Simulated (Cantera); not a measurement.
Input: 1 mol HMDSO, 1.9 mol NO, 26 mol N2, 0.49 mol CO2, at 1000 °C.

Cantera equilibrium calculation (NASA polynomials, part measured and part estimated; ideal gas, pure solids and liquids). Candidate condensed phases: C, C6H6, C7H8, C8H18, H2O, Si, SiC, SiO2, Si2N2O, Si3N4; 151 gas species. The feed counts by its element totals alone. Mutual solubility and eutectic melting of coexisting phases are not modelled. The tables hold silica as quartz up to 1696 K and as liquid above; real silica turns to tridymite and cristobalite and melts near 1996 K. Rates play no part.

log p: log10 of the partial pressure in bar; n: condensed amount in mol.

```json
[
 {"P (Pa)": "5", "log p N2": "-4.47", "log p H2": "-4.95", "log p CO": "-5.31", "log p CH4": "-11.92", "log p H2O": "-12.19", "log p HCN": "…", "n C(graphite)": "0.612", "n SiC(s)": "2.00", "n Si2N2O(s)": "0", "n SiO2(β-quartz)": "0"},
 {"P (Pa)": "21", "log p N2": "-3.84", "log p H2": "-4.30", "log p CO": "-4.80", "log p CH4": "-10.63", "log p H2O": "-11.02", "log p HCN": "…", "n C(graphite)": "3.61", "n SiC(s)": "0", "n Si2N2O(s)": "1.000", "n SiO2(β-quartz)": "0"},
 {"P (Pa)": "85", "log p N2": "-3.23", "log p H2": "-3.69", "log p CO": "-4.19", "log p CH4": "-9.42", "log p H2O": "-9.81", "log p HCN": "…", "n C(graphite)": "3.61", "n SiC(s)": "0", "n Si2N2O(s)": "1.000", "n SiO2(β-quartz)": "0"},
 {"P (Pa)": "350", "log p N2": "-2.62", "log p H2": "-3.08", "log p CO": "-3.57", "log p CH4": "-8.19", "log p H2O": "-8.58", "log p HCN": "…", "n C(graphite)": "3.61", "n SiC(s)": "0", "n Si2N2O(s)": "1.000", "n SiO2(β-quartz)": "0"},
 {"P (Pa)": "1400", "log p N2": "-2.02", "log p H2": "-2.48", "log p CO": "-2.97", "log p CH4": "-6.98", "log p H2O": "-7.38", "log p HCN": "…", "n C(graphite)": "3.61", "n SiC(s)": "0", "n Si2N2O(s)": "1.000", "n SiO2(β-quartz)": "0"},
 {"P (Pa)": "5900", "log p N2": "-1.39", "log p H2": "-1.85", "log p CO": "-2.35", "log p CH4": "-5.73", "log p H2O": "-6.13", "log p HCN": "…", "n C(graphite)": "3.61", "n SiC(s)": "0", "n Si2N2O(s)": "1.000", "n SiO2(β-quartz)": "0"},
 {"P (Pa)": "24000", "log p N2": "-0.78", "log p H2": "-1.24", "log p CO": "-1.74", "log p CH4": "-4.52", "log p H2O": "-4.91", "log p HCN": "…", "n C(graphite)": "3.61", "n SiC(s)": "0", "n Si2N2O(s)": "1.00", "n SiO2(β-quartz)": "0"},
 {"P (Pa)": "100000", "log p N2": "-0.14", "log p H2": "-0.61", "log p CO": "-1.48", "log p CH4": "-3.25", "log p H2O": "-4.02", "log p HCN": "…", "n C(graphite)": "5.26", "n SiC(s)": "0", "n Si2N2O(s)": "0.443", "n SiO2(β-quartz)": "1.11"}
]
```

**Question.** Some entries are withheld; supply them.

**Answer.** 
- 5, log p HCN: -8.51
- 21, log p HCN: -7.87
- 85, log p HCN: -7.26
- 350, log p HCN: -6.65
- 1400, log p HCN: -6.04
- 5900, log p HCN: -5.42
- 24000, log p HCN: -4.81
- 100000, log p HCN: -4.17
